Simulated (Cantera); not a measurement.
An isothermal, constant-pressure homogeneous reactor starts with H2 : O2 : N2 = 0.015 : 1 : 2.1 (molar parts), equivalence ratio 0.0075, at 1025 K and 0.00148 atm.

Detailed kinetics in Cantera: the H2/O2 subset of GRI-Mech 3.0, which has no nitrogen chemistry. Radical loss at walls, strong at low pressure, is not modelled.

x: mole fraction; the columns are a selection and need not sum to one.

```tsv
t (s)	x H2	x O2	x H	x HO2	x OH	x H2O2
0.000100	0.00482	0.321	<1e-12	<1e-12	<1e-12	<1e-12
0.000290	0.00482	0.321	<1e-12	<1e-12	<1e-12	<1e-12
0.000842	0.00482	0.321	2.43e-12	2.77e-12	<1e-12	<1e-12
0.00244	0.00482	0.321	5.73e-12	8.04e-12	2.39e-12	<1e-12
0.00709	0.00482	0.321	1.19e-11	2.33e-11	1.31e-11	<1e-12
0.0206	0.00482	0.321	3.27e-11	6.78e-11	6.44e-11	<1e-12
0.0597	0.00482	0.321	3.02e-10	1.99e-10	7.28e-10	<1e-12
0.173	0.00481	0.321	(withheld)	1.65e-9	3.18e-7	<1e-12
0.503	0.000156	0.317	(withheld)	1.38e-7	0.000332	2.56e-9
1.46	2.85e-5	0.317	(withheld)	1.01e-7	0.000190	8.99e-10
4.23	2.28e-5	0.318	(withheld)	9.35e-8	0.000170	9.19e-10
12.3	1.30e-5	0.318	(withheld)	7.56e-8	0.000128	9.44e-10
35.6	4.17e-6	0.319	(withheld)	4.60e-8	7.27e-5	9.10e-10
103	7.77e-7	0.319	(withheld)	1.90e-8	3.15e-5	6.96e-10
300	1.16e-7	0.319	(withheld)	5.53e-9	1.22e-5	3.43e-10
```

Question: What belongs in the gaps?

Answer: 
- 0.173, x H: 1.29e-7
- 0.503, x H: 0.000717
- 1.46, x H: 0.000428
- 4.23, x H: 0.000302
- 12.3, x H: 0.000127
- 35.6, x H: 2.29e-5
- 103, x H: 1.85e-6
- 300, x H: 1.08e-7
